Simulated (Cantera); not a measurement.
Cantera with NASA thermochemical tables; ideal gases at 1 bar, condensed phases pure. Values are per mole of reaction as written; species without (g) are pure solids or liquids, kept so even where they would boil at 1 bar. The tables' values for SiF2 are old estimates.

Task: Between 300 and 1025 K, where is each reaction favourable under standard conditions?
- 3 SiF4(g) + 2 N2(g) = 3 Si + 4 NF3(g)
- 3 SiF2(g) + 3 N2(g) = Si3N4 + 2 NF3(g)

Result: 
- 3 SiF4(g) + 2 N2(g) = 3 Si + 4 NF3(g): ΔG° is 4358 kJ at 300 K and 4447 kJ at 1025 K; it stays positive (K < 1). ΔH° is 4332 kJ and ΔS° -112 J/K at 1025 K.
- 3 SiF2(g) + 3 N2(g) = Si3N4 + 2 NF3(g): ΔG° is 968 kJ at 300 K and 1477 kJ at 1025 K; it stays positive (K < 1). ΔH° is 775 kJ and ΔS° -685 J/K at 1025 K.
